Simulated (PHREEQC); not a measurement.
PHREEQC input (Pitzer model, pitzer.dat):

```
SOLUTION 1
  temp 25
  units mol/kgw
  pH 7 charge
  Cl 0.016
  K 0.57
  C(4) 0.157
  S(6) 0.19
END
USE solution 1
INCREMENTAL_REACTIONS false
REACTION 1
  H2O -1
  0 9.886 18.011 24.689 30.178 34.689 38.397 41.444
  43.949 46.007 47.699 49.089 50.232 51.172 51.944 52.578
  53.1 53.528 53.88 54.17 54.408 54.603 54.764 54.896
  55.005 55.094 55.168 55.228 moles
EQUILIBRIUM_PHASES 1
  Arcanite 0 0
  Kalicinite 0 0
  Misenite 0 0
  Sylvite 0 0
SELECTED_OUTPUT 1
  -reset false
  -pH true
  -pe true
  -ionic_strength true
  -water true
  -activities H2O
  -totals C Cl K S
  -molalities H+ K+ Cl- CO3-2 SO4-2 OH- HCO3- CO2 HSO4-
  -equilibrium_phases Arcanite Kalicinite Misenite Sylvite
PRINT
  -reset false
END
```

Selected output (columns that matter, 21 of 28 rows; water left (kg) added in front):

```
water left (kg)	pH	mu	C	Cl	K	S	m_H+	m_K+	m_Cl-	m_CO3-2	la_H2O	Arcanite	Kalicinite	Sylvite
1	8.8715	0.77722	0.157	0.016	0.57	0.19	2.7134e-09	0.57	0.016	0.01722	-0.0056597	0	0	0
0.821894	8.8489	0.94565	0.19102	0.019467	0.69352	0.23117	2.9705e-09	0.69352	0.019467	0.020957	-0.0068016	0	0	0
0.555203	8.8059	1.3999	0.28278	0.028818	1.0267	0.34222	3.4865e-09	1.0267	0.028818	0.031029	-0.0098216	0	0	0
0.456313	8.7867	1.7033	0.34406	0.035064	1.2491	0.41638	3.7007e-09	1.2491	0.035064	0.037748	-0.011808	0	0	0
0.375043	8.7709	2.0131	0.41862	0.042662	1.4804	0.48687	3.8322e-09	1.4804	0.042662	0.045918	-0.013924	0.0074023	0	0
0.253345	8.747	2.1155	0.61971	0.063155	1.615	0.43251	4.0272e-09	1.615	0.063155	0.068014	-0.016109	0.080425	0	0
0.208215	8.7316	2.2	0.75403	0.076844	1.7157	0.40157	4.1682e-09	1.7157	0.076844	0.082782	-0.017653	0.10639	0	0
0.171138	8.7136	2.3181	0.91739	0.093492	1.8483	0.36903	4.3466e-09	1.8483	0.093492	0.10075	-0.019608	0.12684	0	0
0.115613	8.6716	2.702	1.358	0.13839	2.2497	0.30314	4.8309e-09	2.2497	0.13839	0.14921	-0.025198	0.15495	0	0
0.0950209	8.6495	2.997	1.6523	0.16838	2.5434	0.27194	5.1289e-09	2.5434	0.16838	0.18155	-0.029096	0.16416	0	0
0.0641772	8.6141	3.8811	2.4464	0.24931	3.3952	0.21733	5.717e-09	3.3952	0.24931	0.26858	-0.039822	0.17605	0	0
0.0527547	8.6083	4.5133	2.976	0.30329	3.9918	0.19511	5.895e-09	3.9918	0.30329	0.32635	-0.046885	0.17971	0	0
0.0433495	8.6413	5.1356	3.4439	0.36909	4.5614	0.17812	5.565e-09	4.5614	0.36909	0.39614	-0.053316	0.18228	0.0077095	0
0.0292951	8.8766	5.5842	3.4234	0.54617	4.8511	0.15062	3.3675e-09	4.8511	0.54617	0.58244	-0.057251	0.18559	0.05671	0
0.02407	9.0078	5.8985	3.4167	0.66473	5.0564	0.13432	2.5502e-09	5.0564	0.66473	0.70777	-0.060163	0.18677	0.07476	0
0.0197819	9.1505	6.2943	3.4158	0.80882	5.3173	0.11662	1.8871e-09	5.3173	0.80882	0.86038	-0.064011	0.18769	0.089428	0
0.0133679	9.4815	7.4299	3.4526	1.1969	6.0789	0.078868	9.3592e-10	6.0789	1.1969	1.2721	-0.076143	0.18895	0.11085	0
0.0109897	9.6778	8.2389	3.5083	1.4559	6.6316	0.060254	6.1442e-10	6.6316	1.4559	1.5471	-0.085752	0.18934	0.11845	0
0.00902597	9.9028	9.2774	3.6087	1.7727	7.3509	0.043003	3.7685e-10	7.3509	1.7727	1.8835	-0.099234	0.18961	0.12443	0
0.00608934	10.397	11.819	4.1565	2.0182	9.0071	0.020331	1.4742e-10	9.0071	2.0182	2.7917	-0.13313	0.18988	0.13169	0.0037104
0.00500838	10.642	13.177	4.6602	1.6844	9.7678	0.014465	1.0553e-10	9.7678	1.6844	3.3943	-0.14975	0.18993	0.13366	0.007564
```
